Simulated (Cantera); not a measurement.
**Thermodynamics of hydrogen reduction and annealing atmospheres, feed SiO2 + H2 + H2O**

Feed: 1 mol SiO2, 490 mol H2, 4.6 mol H2O, at 1350 Torr.

Cantera equilibrium calculation (NASA polynomials, part measured and part estimated; ideal gas, pure solids and liquids). Candidate condensed phases: H2O, Si, SiO2; 18 gas species. The tables hold silica as quartz up to 1696 K and as liquid above; real silica turns to tridymite and cristobalite and melts near 1996 K. Gases not in the tables: Si(OH)4. Kinetics and transport are ignored.

From 1325 K to 1675 K the condensed part is SiO2(β-quartz). From 1725 K to 1925 K the condensed part is SiO2(condensed). At 1975 K nothing is condensed.

```
T (K)   x H2    x H2O     x SiO       x H      x OH  n SiO2(β-quartz)  n SiO2(condensed)
-----  -----  -------  --------  --------  --------  ----------------  -----------------
1325   0.991  0.00930  3.23e-10   1.21e-6  1.66e-10              1.00                  0
1375   0.991  0.00930   1.95e-9   2.54e-6  4.29e-10             1.000                  0
1425   0.991  0.00930   1.03e-8   5.06e-6   1.04e-9             1.000                  0
1475   0.991  0.00930   4.86e-8   9.62e-6   2.37e-9             1.000                  0
1525   0.991  0.00930   2.06e-7   1.76e-5   5.11e-9             1.000                  0
1575   0.991  0.00930   7.98e-7   3.08e-5   1.05e-8             1.000                  0
1625   0.991  0.00930   2.83e-6   5.23e-5   2.07e-8             0.999                  0
1675   0.991  0.00931   9.27e-6   8.61e-5   3.92e-8             0.995                  0
1725   0.991  0.00933   2.80e-5  0.000138   7.15e-8                 0              0.986
1775   0.990  0.00938   7.85e-5  0.000215   1.27e-7                 0              0.961
1825   0.990  0.00950  0.000205  0.000327   2.19e-7                 0              0.898
1875   0.989  0.00979  0.000500  0.000486   3.75e-7                 0              0.753
1925   0.988   0.0104   0.00112  0.000708   6.45e-7                 0              0.444
1975   0.986   0.0113   0.00202   0.00101   1.11e-6                 0                  0
```
x: gas mole fraction; n: condensed amount in mol.
